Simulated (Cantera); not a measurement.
A Cantera script and its output.

```python
import numpy as np
import cantera as ct

gas = ct.Solution("gri30.yaml")
gas.TP = 300, 37000
flame = ct.CounterflowDiffusionFlame(gas, width=0.02)
flame.fuel_inlet.X, flame.fuel_inlet.T = {'CO': 1, 'H2': 0.11, 'CH4': 0.034}, 450
flame.oxidizer_inlet.X, flame.oxidizer_inlet.T = {'O2': 0.19, 'N2': 0.81}, 750
flame.set_refine_criteria(ratio=3, slope=0.12, curve=0.24, prune=0.03)
show = ['OH', 'H', 'NO', 'CO', 'C2H2']

rows = []
print(f"{'mdot':>8s}{'a_max':>10s}{'a_mean':>10s}{'Tmax/K':>9s}" + "".join(f"{s:>11s}" for s in show) + "   (peak mole fractions)")
for i, mdot in enumerate([0.22, 0.33, 0.48, 0.7, 1, 1.5, 2.2, 3.3, 4.8]):  # kg/m2/s on the oxidiser side
    flame.oxidizer_inlet.mdot, flame.fuel_inlet.mdot = mdot, 1.1 * mdot
    flame.solve(loglevel=0, auto=(i == 0))
    if flame.T.max() < max(450, 750) + 100:
        print(f"{mdot:8.3g}  no burning solution found from the previous one")
        break
    dT = np.abs(np.gradient(flame.T, flame.grid))
    rows.append([flame.strain_rate("max"), flame.strain_rate("mean"), flame.T.max(),
                 *(flame.X[gas.species_index(s)].max() for s in show), max(dT[0], dT[-1]) / dT.max()])
    print(f"{mdot:8.3g}{rows[-1][0]:10.1f}{rows[-1][1]:10.1f}{rows[-1][2]:9.1f}" + "".join(f"{x:11.3e}" for x in rows[-1][3:-1]))
```

Result:

```
    mdot     a_max    a_mean   Tmax/K         OH          H         NO         CO       C2H2   (peak mole fractions)
    0.22     362.2     113.1   1828.1  6.334e-03  1.483e-02  4.670e-05  8.785e-01  1.619e-03
    0.33     525.3     169.6   1778.6  5.929e-03  1.600e-02  3.622e-05  8.782e-01  1.498e-03
    0.48     743.9     246.7   1733.3  5.480e-03  1.699e-02  2.752e-05  8.779e-01  1.315e-03
     0.7    1059.3     359.8   1684.9  4.990e-03  1.772e-02  1.969e-05  8.777e-01  1.024e-03
       1    1480.8     514.0   1632.6  4.459e-03  1.797e-02  1.336e-05  8.776e-01  6.536e-04
     1.5    2158.4     771.0   1552.0  3.679e-03  1.733e-02  7.300e-06  8.777e-01  2.286e-04
     2.2    3053.3    1130.8   1434.3  2.726e-03  1.479e-02  3.114e-06  8.780e-01  2.700e-05
     3.3  no burning solution found from the previous one
```

Cantera simulation using GRI-Mech 3.0 (53 species, 325 reactions); the numbers are that mechanism's predictions, not measurements. GRI-Mech 3.0 has no aromatics or soot, which form on the fuel side of real flames. The maximum strain rate includes the flame's own expansion and is several times the mean. A flux with no burning solution from the previous one only brackets extinction.
